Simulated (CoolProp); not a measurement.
A Linde-Hampson liquefier for ethylene: isothermal reversible compression at 320 K from 1 atm to 30 MPa, throttling to 1 atm, return gas leaving the recuperator 10 K below the feed. Each further row changes one setting.

Values from CoolProp's reference Helmholtz-energy equation of state, Smukala 2000.

| case | liquid yield per pass | compression work (kJ/kg of gas) |
|---|---|---|
| as stated | 0.416 | 444 |
| high pressure 60 MPa | [?] | [?] |
| warm-end temperature 350 K | 0.342 | [?] |
| warm-end gap 15 K | [?] | 444 |

### Question
Some entries are withheld; supply them.

### Answer

- high pressure 60 MPa, liquid yield per pass: 0.396
- high pressure 60 MPa, compression work (kJ/kg of gas): 513
- warm-end temperature 350 K, compression work (kJ/kg of gas): 512
- warm-end gap 15 K, liquid yield per pass: 0.409
